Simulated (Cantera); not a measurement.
Charge: 1 mol CaCO3, 0.0094 mol C, 0.04 mol H2O, equilibrated at 17.0 Pa.

Equilibrium computed with Cantera from the NASA thermochemical tables; the gas is ideal and each condensed phase is pure. Candidate condensed phases: C, C6H6, C7H8, C8H18, Ca, CaCO3, CaO, Ca(OH)2, H2O; 115 gas species. Equilibrium is a limit: real reactors are often held back by kinetics, nucleation or transport.

Q: Which condensed phases are stable at each of these points (T (K)): 548, 748, 948, 1148, 1348, 1548, 1748, 1948, 2148?

A: 
```tsv
T (K)	condensed phases	Ca condensed (%)
548	CaCO3(calcite)	100.0
748	CaCO3(calcite) + CaO(s)	100.0
948	CaO(s)	100.0
1148	CaO(s)	100.0
1348	CaO(s)	100.0
1548	CaO(s)	100.0
1748	CaO(s)	100.0
1948	CaO(s)	100.0
2148	CaO(s)	99.8
```

At 548 K the condensed part is CaCO3(calcite). At 748 K the condensed part is CaCO3(calcite) + CaO(s). From 948 K to 2148 K the condensed part is CaO(s).
